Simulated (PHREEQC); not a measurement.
A solution holds 0.00085 mol/kgw PbCl2 and 0.035 mol/kgw NaCl, at 20 °C and 300 atm. Closed to the air; pH follows from the charge balance.

All values are PHREEQC results (ion-association model, phreeqc.dat), not measurements.

Q: The ionic strength comes out as 0.0369 mol/kgw. What activity coefficients do PbOH+, Na+, Pb+2, Cl-, PbCl+ get?

A: PbOH+ 0.84, Na+ 0.85, Pb+2 0.50, Cl- 0.84, PbCl+ 0.84.

This is a speciation only: nothing precipitates in the calculation. Under pressure, the constants of complexes without a molar volume in the database are unreliable.
